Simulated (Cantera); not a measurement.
Charge: 1 mol TiO₂, 4.1 mol C, 0.35 mol N₂, 1.8 mol CO, at 14.0 Pa.

Cantera equilibrium calculation (NASA polynomials, part measured and part estimated; ideal gas, pure solids and liquids). Candidate condensed phases: C, Ti, TiC, TiN, TiO, TiO₂, Ti₂O₃, Ti₃O₅, Ti₄O₇; 27 gas species. TiC: taken at fixed stoichiometry. Rates play no part. All values below are at 1602 °C.

Base state: CO 0.916, N₂ 0.0843 (mole fractions); condensed: C(graphite) + TiC(s).

What changes in the equilibrium state with this change: 0.0096 mol H₂ added?


| species | before | after |
|---|---|---|
| CO | 0.916 | 0.913 |
| N₂ | 0.0843 | 0.0840 |
| H | 0 | 0.00197 |
| H₂ | 0 | 0.00127 |
| HCN | 0 | 9.01e-5 |
| C(graphite), mol | 1.10 | 1.10 |
| TiC(s), mol | 1.000 | 1.000 |
Further candidate phases: C₆H₆, C₇H₈, C₈H₁₈, H₂O.
